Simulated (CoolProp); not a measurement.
Vapour-liquid equilibrium of R125 (1) + propane (2) at -53.45 °C; x and y are mole fractions of (1).

Values from CoolProp's multi-fluid Helmholtz-energy mixture model, Lemmon 2005 and Lemmon 2009; pair parameters Bell 2016.

| x | bubble pressure (bar) | y at the bubble point | dew pressure at overall composition x (bar) | liquid density (mol/L) |
|---|---|---|---|---|
| 0.05 | [?] | 0.269 | 0.6252 | 13.38 |
| 0.15 | 0.9896 | [?] | 0.6901 | 13.21 |
| 0.25 | 1.070 | 0.520 | 0.7689 | 13.07 |
| 0.35 | 1.097 | 0.545 | 0.8652 | 12.95 |
| 0.45 | 1.106 | 0.556 | 0.9818 | 12.85 |
| 0.55 | 1.108 | 0.564 | [?] | 12.78 |
| 0.65 | 1.106 | 0.577 | 1.054 | [?] |
| 0.75 | 1.091 | 0.604 | 0.9640 | 12.71 |
| 0.85 | 1.039 | 0.666 | 0.8800 | 12.72 |
| 0.95 | 0.9020 | 0.823 | [?] | 12.75 |

Question: Some entries are withheld; supply them.

Answer: 
- 0.05, bubble pressure (bar): 0.7856
- 0.15, y at the bubble point: 0.456
- 0.55, dew pressure at overall composition x (bar): 1.102
- 0.65, liquid density (mol/L): 12.73
- 0.95, dew pressure at overall composition x (bar): 0.8061

y crosses x between x = 0.55 and 0.65: the model has an azeotrope there.

Pair parameters are fitted to limited data, so mixtures are less certain than the pure fluids. With so large a gap from Raoult's law the liquid may split in two, which this calculation doesn't test in full.
